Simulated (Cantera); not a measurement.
A freely propagating, adiabatic, planar premixed flame of CH4 : O2 : N2 : H2O = 1 : 2.06 : 7.75 : 0.25 (molar parts), equivalence ratio 0.97, unburnt at 325 K and 5.00 bar; mixture-averaged transport, grid criteria slope 0.08 and curve 0.16, no radiation.

Model: GRI-Mech 3.0 (53 species, 325 reactions), integrated in Cantera. Burning velocities carry a grid error of a few per cent, more on coarse grids.

Task: How do the results move with these cheaper or finer settings: unity-Lewis-number transport; multicomponent transport; multicomponent+Soret transport; grid criteria slope 0.5, curve 1; grid criteria slope 0.25, curve 0.5; grid criteria slope 0.03, curve 0.06?

Result: 
| setting | laminar burning velocity | thermal thickness | peak x(C2H6) | grid points | grid points |
|---|---|---|---|---|---|
| as above | 18.9 cm/s | 0.169 mm | 0.000640 | 144 | 144 |
| unity-Lewis-number transport | 16.3 cm/s | 0.181 mm | 0.000550 | 136 | 136 |
| multicomponent transport | 19.2 cm/s | 0.171 mm | 0.000659 | 145 | 145 |
| multicomponent+Soret transport | 19.0 cm/s | 0.172 mm | 0.000645 | 145 | 145 |
| grid criteria slope 0.5, curve 1 | 20.3 cm/s | 0.183 mm | 0.000638 | 36 | 36 |
| grid criteria slope 0.25, curve 0.5 | 19.5 cm/s | 0.174 mm | 0.000638 | 58 | 58 |
| grid criteria slope 0.03, curve 0.06 | 18.7 cm/s | 0.168 mm | 0.000644 | 352 | 352 |
The base run took roughly 18 core-seconds.
Unity Lewis numbers drop preferential diffusion, which matters most where H2 and H carry the flame; Soret adds thermal diffusion.
